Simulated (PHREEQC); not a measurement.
Consider water at 20 °C with 160 mmol/kgw HNO3, 0.473 mmol/kgw K2SO4 and 95 mmol/kgw KH2PO4. Closed to the air; pH follows from the charge balance.

Model: ion-association model, phreeqc.dat, run in PHREEQC.

No solid was allowed to form.

Problem. Order these S species by the share of S that they hold, largest first: HSO4-, SO4-2, KSO4-.

Solution. HSO4- (66 %), SO4-2 (29 %), KSO4- (5.3 %)

The pH is 1.20 and the ionic strength 0.174 mol/kgw. Complexes and solids missing from the database can't appear.
